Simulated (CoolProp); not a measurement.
Vapour-liquid equilibrium of diethyl ether (1) + n-hexane (2) at 0.382 MPa; x and y are mole fractions of (1).

Model: multi-fluid Helmholtz-energy mixture model, Thol 2014 and Thol 2019; pair parameters Bell 2016, in CoolProp.

| x | bubble temperature (K) | y at the bubble point | dew temperature at overall composition x (K) | liquid density (mol/L) |
|---|---|---|---|---|
| 0.05 | 387.3 | 0.121 | 389.6 | 6.612 |
| 0.2 | 378.0 | 0.387 | 384.7 | 6.915 |
| 0.35 | 371.0 | 0.567 | 379.4 | 7.212 |
| 0.5 | 365.3 | 0.702 | 373.7 | 7.516 |
| 0.65 | 360.5 | 0.809 | 367.6 | 7.833 |
| 0.8 | 356.2 | 0.900 | 360.9 | 8.169 |
| 0.95 | 352.4 | 0.977 | 353.7 | 8.526 |

No azeotrope shows between x = 0.05 and 0.95.

The pair parameters rest on a limited set of measurements; away from them the model extrapolates.
